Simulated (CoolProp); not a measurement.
Model: reference Helmholtz-energy equation of state, Thol 2015, in CoolProp.

Problem. For octamethylcyclotetrasiloxane (D4), give the phase and the density (kg/m³), cv (kJ/(kg K)), speed of sound (m/s), Joule-Thomson coefficient (K/MPa) at 456.6 K and 356 kPa; 599.6 K and 356 kPa.

Solution. 
- 456.6 K and 356 kPa: liquid; density 756, cv 1.73, speed of sound 445, Joule-Thomson coefficient -0.0857
- 599.6 K and 356 kPa: gas; density 23.3, cv 1.98, speed of sound 119, Joule-Thomson coefficient 9.03
